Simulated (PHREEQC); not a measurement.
A column of 0.5 m (30 cells, dispersivity 0.018 m, 3600 s a shift, diffusion coefficient 3e-10 m²/s) holds 0.012 eq of the database's cation exchanger X per kg of pore water, first in equilibrium with 4.3 mmol/kgw KBr, 2.7 mmol/kgw PbCl2 and 0.01 mmol/kgw HCl. It is flushed with 0.0059 mol KCl and 1e-05 mol HCl per kg of water, at 25 °C. Values are for the last cell. No CO2 enters from the air. No solid was allowed to form.

The numbers come from PHREEQC with the ion-association model, phreeqc.dat.

| pore volumes | Br in solution (mol/kgw) | Pb in solution (mol/kgw) | K in solution (mol/kgw) |
|---|---|---|---|
| 0 | 0.00430 | 0.00270 | 0.00430 |
| 0.8167 | … | 0.00231 | 0.00406 |
| 1.617 | 0.000113 | 0.00105 | 0.00390 |
| 2.217 | 3.29e-6 | 0.000735 | 0.00443 |
| 3.017 | 1.93e-8 | 0.000506 | … |
| 3.817 | … | 0.000380 | 0.00514 |
| 4.417 | 1.65e-12 | 0.000320 | 0.00526 |
| 5.217 | 0 | 0.000264 | 0.00537 |
| 6.017 | 0 | 0.000224 | 0.00545 |

Task: Some entries are withheld; supply them.

Result: 
- 0.8167, Br in solution (mol/kgw): 0.00315
- 3.017, K in solution (mol/kgw): 0.00489
- 3.817, Br in solution (mol/kgw): 9.42e-11

Complexes and solids missing from the database can't appear.
